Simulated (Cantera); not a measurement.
A closed system holds: 1 mol Pb, 0.1 mol O2, 0.61 mol CO, held at 2.48 Torr.

Cantera equilibrium calculation (NASA polynomials, part measured and part estimated; ideal gas, pure solids and liquids). Candidate condensed phases: C, Pb, PbO, PbO2, Pb3O4; 15 gas species. Rates play no part. All values below are at 1225 K.

Base state: CO 0.482, Pb 0.283, CO2 0.235, Pb2 1.35e-5 (mole fractions); condensed: Pb(l).

Problem. What changes in the equilibrium state with this change: pressure from 2.48 Torr to 1 atm?

Solution. 
```json
[
 {"species": "CO", "before": "0.482", "after": "0.672"},
 {"species": "CO2", "before": "0.235", "after": "0.328"},
 {"species": "Pb", "before": "0.283", "after": "0.000922"},
 {"species": "Pb2", "before": "1.35e-5", "after": "4.41e-8"},
 {"species": "Pb(l), mol", "before": "0.759", "after": "0.999"}
]
```

Problem. What changes in the equilibrium state with this change: pressure from 2.48 Torr to 39.0 Torr?

Solution. 
```json
[
 {"species": "CO", "before": "0.482", "after": "0.660"},
 {"species": "CO2", "before": "0.235", "after": "0.322"},
 {"species": "Pb", "before": "0.283", "after": "0.0180"},
 {"species": "Pb2", "before": "1.35e-5", "after": "8.60e-7"},
 {"species": "Pb(l), mol", "before": "0.759", "after": "0.989"}
]
```
